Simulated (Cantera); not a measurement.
An isothermal, constant-pressure homogeneous reactor starts with 3.31 % CH4, 94.7 % H2, 1.99 % H, at 2325 K and 0.133 bar.

Model: GRI-Mech 3.0 (53 species, 325 reactions), integrated in Cantera. GRI-Mech 3.0 stops at C3 and has no aromatics, soot or wall deposition, so with more carbon than oxygen in the feed, carbon stays in small species such as C2H2 where larger ones or solid carbon would form.

x: mole fraction; the columns are a selection and need not sum to one.

| t (s) | x CH4 | x H2 | x H | x CH2 | x C2H |
|---|---|---|---|---|---|
| 1.00e-6 | 0.0284 | 0.952 | 0.0152 | ? | 7.86e-11 |
| 3.84e-6 | 0.0262 | 0.954 | 0.0133 | ? | 6.93e-9 |
| 1.48e-5 | 0.0253 | 0.954 | 0.0136 | 9.05e-5 | 1.63e-7 |
| 5.68e-5 | 0.0225 | 0.955 | 0.0145 | 9.28e-5 | 1.27e-6 |
| 0.000218 | 0.0147 | 0.958 | 0.0164 | ? | 5.26e-6 |
| 0.000839 | 0.00476 | 0.961 | 0.0196 | ? | 1.25e-5 |
| 0.00323 | 0.000785 | 0.959 | 0.0242 | ? | 1.86e-5 |
| 0.0124 | 0.000129 | 0.956 | 0.0281 | ? | 2.23e-5 |
| 0.0477 | 4.75e-5 | 0.954 | 0.0296 | 1.29e-6 | 2.37e-5 |
| 0.183 | 4.53e-5 | 0.954 | 0.0297 | 1.24e-6 | 2.37e-5 |
| 0.704 | 4.53e-5 | 0.954 | 0.0297 | 1.24e-6 | 2.37e-5 |
| 2.71 | 4.53e-5 | 0.954 | 0.0297 | 1.24e-6 | 2.37e-5 |
| 10.4 | 4.53e-5 | 0.954 | 0.0297 | 1.24e-6 | 2.37e-5 |
| 40.0 | 4.53e-5 | 0.954 | 0.0297 | 1.24e-6 | 2.37e-5 |

**Question.** Some entries are withheld; supply them.

**Answer.** 
- 1.00e-6, x CH2: 2.32e-5
- 3.84e-6, x CH2: 7.66e-5
- 0.000218, x CH2: 8.42e-5
- 0.000839, x CH2: 4.72e-5
- 0.00323, x CH2: 1.36e-5
- 0.0124, x CH2: 3.13e-6
